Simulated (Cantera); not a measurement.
Input: 1 mol Si, 0.99 mol O2, 200 mol N2, held at 3.70e-5 bar.

Method: chemical equilibrium by Gibbs-energy minimisation in Cantera with the NASA 1993 tables (ideal gas, pure condensed phases). Candidate condensed phases: Si, SiO2, Si2N2O, Si3N4; 16 gas species. The tables hold silica as quartz up to 1696 K and as liquid above; real silica turns to tridymite and cristobalite and melts near 1996 K. Rates play no part.

Task: At 1375 °C, list the 5 most abundant gas species with their mole fractions, and the condensed phases.

Result: N2 0.999, SiO 0.000414, O2 0.000106, NO 5.97e-5, O 4.28e-5. Condensed: SiO2(β-quartz).
